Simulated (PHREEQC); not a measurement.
Dissolve 0.0069 mol K2CO3, 0.024 mol Fe(NO3)3 and 0.00074 mol CO2 per kg of water at 49 °C. Closed to the air; pH follows from the charge balance.

All values are PHREEQC results (ion-association model, wateq4f.dat), not measurements.

```csv
quantity,before,after
pH,2.24,2.86
ionic strength (mol/kgw),0.129,0.00950
FeOH+2 (mol/kgw),0.00731,0.00152
Fe2(OH)2+4 (mol/kgw),0.00530,5.90e-5
Fe+3 (mol/kgw),0.00400,0.000134
Fe3(OH)4+5 (mol/kgw),0.000553,2.30e-6
SI of Goethite (FeOOH),+5.27,+6.14
SI of Hematite (Fe2O3),+12.65,+14.39
```

**Question.** Which change was made?
A) diluted 10-fold with water
B) 0.00059 mol/kgw Ca(OH)2 added
C) 0.00037 mol/kgw LiOH added
D) K2CO3 replaced by Cs2CO3 at the same molality

**Answer.** A, diluted 10-fold with water

This is a speciation only: nothing precipitates in the calculation. Some of these states are supersaturated (in Hematite (slow to form), Goethite (slow to form), for instance). Away from 25 °C the constants follow the database's enthalpies or fits; those with neither stay at their 25 °C values.
